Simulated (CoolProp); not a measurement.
Isobutane at several states: fugacity coefficient from the reference equation and from simpler models built on Tc = 134.7 °C, pc = 3.629 MPa, ω = 0.184; each cubic takes its own stable root.

Model: reference Helmholtz-energy equation of state, Bücker 2006, in CoolProp.

| T (°C) | p (MPa) | phase | reference | van der Waals | Redlich-Kwong |
|---|---|---|---|---|---|
| 299.95 | 0.0646 | gas | 0.9981 | 0.9978 | 0.9978 |
| 41.05 | 0.159 | gas | 0.9658 | 0.9760 | 0.9691 |
| -102.45 | 0.091 | liquid | 0.003255 | 0.2963 | 0.005287 |
| 154.05 | 6.84 | supercritical | 0.4904 | 0.5112 | 0.4933 |
| -66.55 | 2.96 | liquid | 0.002372 | 0.04512 | 0.003888 |
| 89.55 | 0.0106 | gas | 0.9986 | 0.9989 | 0.9986 |
